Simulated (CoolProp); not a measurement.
trans-2-butene along the isotherm 191.95 °C: fugacity coefficient from the reference equation and from simpler models built on Tc = 155.5 °C, pc = 4.019 MPa, ω = 0.210; each cubic takes its own stable root.

The numbers come from the reference Helmholtz-energy equation of state, Lemmon 2005 in CoolProp. It is a short technical equation, of lower accuracy than the large ones.

```tsv
p (MPa)	phase	reference
2.87	gas	0.8171
5.74	supercritical	0.6436
8.61	supercritical	0.5035
11.5	supercritical	0.4237
14.4	supercritical	0.3763
17.2	supercritical	0.3471
20.1	supercritical	0.3271
23	supercritical	0.3138
25.8	supercritical	0.3055
28.7	supercritical	0.3002
31.6	supercritical	0.2976
34.4	supercritical	0.2970
37.3	supercritical	0.2982
40.2	supercritical	0.3008
```

Q: How far does each simpler model (Redlich-Kwong, Soave-Redlich-Kwong) lie from the reference over these 14 states: mean and median of the absolute difference, and the worst?

A: 
- Redlich-Kwong: mean 4.9 %, median 5.4 %, worst +9.1 % at 191.95 °C and 40.2 MPa
- Soave-Redlich-Kwong: mean 9.9 %, median 11.1 %, worst +15.8 % at 191.95 °C and 40.2 MPa
